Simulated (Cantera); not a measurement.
**Thermodynamics of iron carbonyl, mercury and lead vapours, feed Pb + CO + N₂**

Feed: 1 mol Pb, 0.42 mol CO, 0.88 mol N₂, equilibrated at 873 K and 0.00110 bar.

These are equilibrium values from Cantera (NASA tables, ideal gas, pure condensed phases), not measurements of a reactor. Candidate condensed phases: C, Pb, PbO, PbO₂, Pb₃O₄; 27 gas species. Equilibrium is a limit: real reactors are often held back by kinetics, nucleation or transport.

```
Item                                      Value
----------------------------------  -----------
x(N₂)                                     0.677
x(CO)                                     0.321
x(CO₂)                                  0.00128
x(Pb)                                  0.000578
n(C(graphite))                      0.00167 mol
n(Pb(l))                              0.999 mol
gas amount                            1.299 mol
log10 activity of PbO₂(s) (absent)       -23.37
```
